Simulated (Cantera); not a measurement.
Charge: 1 mol CCl₄, 2.3 mol HCl, held at 100 Torr.

These are equilibrium values from Cantera (NASA tables, ideal gas, pure condensed phases), not measurements of a reactor. Candidate condensed phases: C, C₆H₆, C₇H₈, C₈H₁₈; 91 gas species. Kinetics and transport are ignored. All values below are at 1148 K.

Base state: HCl 0.534, Cl₂ 0.461, Cl 0.00499, CCl₄ 4.90e-5 (mole fractions); condensed: C(graphite).

Problem. What changes in the equilibrium state with this change: CCl₄ replaced by CH₃Cl?

Solution. 
```csv
species,before,after
HCl,0.534,0.768
H₂,<1e-9,0.232
CH₄,<1e-9,0.000171
Cl₂,0.461,1.41e-9
CCl₄,4.90e-5,<1e-9
Cl,0.00499,2.75e-7
"C(graphite), mol",1.000,0.999
```

Problem. What changes in the equilibrium state with this change: CCl₄ replaced by c-C₄F₈?

Solution. 
```json
[
 {"species": "CF₄", "before": "0", "after": "0.361"},
 {"species": "HF", "before": "0", "after": "0.254"},
 {"species": "HCl", "before": "0.534", "after": "0.249"},
 {"species": "Cl₂", "before": "0.461", "after": "0.117"},
 {"species": "CClF₃", "before": "0", "after": "0.0156"},
 {"species": "CCl₂F₂", "before": "0", "after": "0.000733"},
 {"species": "CCl₃F", "before": "0", "after": "3.06e-5"},
 {"species": "CCl₄", "before": "4.90e-5", "after": "3.16e-6"},
 {"species": "Cl", "before": "0.00499", "after": "0.00251"},
 {"species": "C(graphite), mol", "before": "1.000", "after": "2.27"}
]
```
The feed counts by its element totals alone. Gases not in the tables: C₂F₆ and larger saturated fluorocarbons.
